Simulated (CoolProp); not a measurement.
Saturation properties of R143a.

Values from CoolProp's reference Helmholtz-energy equation of state, Lemmon and Jacobsen 2000.

```
T (°C)  p (MPa)  vapour density (kg/m³)  surface tension (mN/m)  vapour viscosity (µPa s)
------  -------  ----------------------  ----------------------  ------------------------
-67.35      [?]                     [?]                    17.3                       [?]
-54.65  0.07034                   3.386                    15.4                      8.18
-41.95   0.1294                     [?]                    13.5                      8.67
-29.15   0.2223                     [?]                    11.7                      9.13
-16.45   0.3585                   15.90                    9.86                       [?]
-3.75    0.5505                   24.25                    8.14                      10.1
8.95     0.8112                     [?]                    6.49                      10.7
21.65     1.155                   52.32                    4.91                      11.4
34.45     1.602                   75.74                    3.43                      12.3
47.15     2.163                     [?]                    2.07                      13.8
59.85     2.865                   167.3                   0.877                      16.3
```

Q: Complete the blanks.

A: 
- -67.35, p (MPa): 0.03504
- -67.35, vapour density (kg/m³): 1.765
- -67.35, vapour viscosity (µPa s): 7.68
- -41.95, vapour density (kg/m³): 6.002
- -29.15, vapour density (kg/m³): 10.03
- -16.45, vapour viscosity (µPa s): 9.58
- 8.95, vapour density (kg/m³): 35.95
- 47.15, vapour density (kg/m³): 110.2

It boils at -47.2 °C under 1 atm.

Viscosity comes from a separate model (Klein 1997), an estimate that may be off by 10 % or more. Surface tension comes from a separate correlation (Mulero 2014).
